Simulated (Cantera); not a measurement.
Feed: 1 mol B, 0.2 mol O2, at 1650 °C and 0.0133 bar.

Cantera equilibrium calculation (NASA polynomials, part measured and part estimated; ideal gas, pure solids and liquids). Candidate condensed phases: B, B2O3; 10 gas species. Kinetics and transport are ignored.

What is the equilibrium state?


| Property | Value |
|---|---|
| x(B2O2) | 0.794 |
| x(B2O3) | 0.140 |
| x(BO) | 0.0649 |
| x(B2O) | 0.000779 |
| x(BO2) | 1.07e-5 |
| x(B) | 2.63e-6 |
| n(B(s)) | 0.627 mol |
| gas amount | 0.1928 mol |
